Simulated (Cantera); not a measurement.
Charge: 1 mol C2F6, 2.1 mol H2, equilibrated at 2250 °C and 0.0518 Torr.

Cantera equilibrium calculation (NASA polynomials, part measured and part estimated; ideal gas, pure solids and liquids). Candidate condensed phases: C, C6H6, C7H8, C8H18; 95 gas species. The feed counts by its element totals alone. Rates play no part.

Base state: HF 0.609, F 0.317, H 0.0477, CF 0.0111, C3 0.0103, C 0.00331, C2 0.000952, CF2 0.000672 (mole fractions); condensed: C(graphite).

**Question.** What changes in the equilibrium state with this change: C2F6 replaced by CCl4?

**Answer.** 
```csv
species,before,after
Cl,0,0.476
H,0.0477,0.462
HCl,0,0.0278
HF,0.609,0
F,0.317,0
CF,0.0111,0
H2,0.000203,0.0190
C3,0.0103,0.0103
CF2,0.000672,0
C2H2 (acetylene),2.42e-6,0.000227
"C(graphite), mol",1.69,0.701
```

**Question.** What changes in the equilibrium state with this change: C2F6 replaced by CH3F?

**Answer.** 
```
species             before     after
----------------  --------  --------
H                   0.0477     0.785
HF                   0.609     0.139
H2                0.000203    0.0550
F                    0.317   0.00441
CF                  0.0111  0.000155
C3                  0.0103    0.0103
CF2               0.000672   1.30e-7
C2H2 (acetylene)   2.42e-6  0.000655
C2H                4.29e-5  0.000705
C5                 3.38e-5   3.38e-5
C(graphite), mol      1.69     0.728
```

**Question.** What changes in the equilibrium state with this change: C2F6 replaced by CH3Cl?

**Answer.** 
| species | before | after |
|---|---|---|
| H | 0.0477 | 0.798 |
| Cl | 0 | 0.117 |
| H2 | 0.000203 | 0.0569 |
| HF | 0.609 | 0 |
| F | 0.317 | 0 |
| HCl | 0 | 0.0118 |
| CF | 0.0111 | 0 |
| C3 | 0.0103 | 0.0103 |
| CF2 | 0.000672 | 0 |
| C2H2 (acetylene) | 2.42e-6 | 0.000678 |
| C2H | 4.29e-5 | 0.000717 |
| C5 | 3.38e-5 | 3.38e-5 |
| C2 | 0.000952 | 0.000952 |
| C(graphite), mol | 1.69 | 0.696 |
